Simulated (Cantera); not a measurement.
Charge: 1 mol BN, 9 mol H₂O, 0.65 mol N₂, held at 0.0330 bar.

Method: chemical equilibrium by Gibbs-energy minimisation in Cantera with the NASA 1993 tables (ideal gas, pure condensed phases). Candidate condensed phases: B, BN, B₂O₃, B₃O₃H₃, H₂O; 39 gas species. Gases not in the tables: H₃BO₃. Kinetics and transport are ignored.

Problem. At 950 K, list the 5 most abundant gas species with their mole fractions, and the condensed phases.

Solution. H₂O 0.734, H₂ 0.148, N₂ 0.114, (HBO₂)₃ 0.00414, HBO₂ 4.09e-5. Condensed: B₂O₃(l).
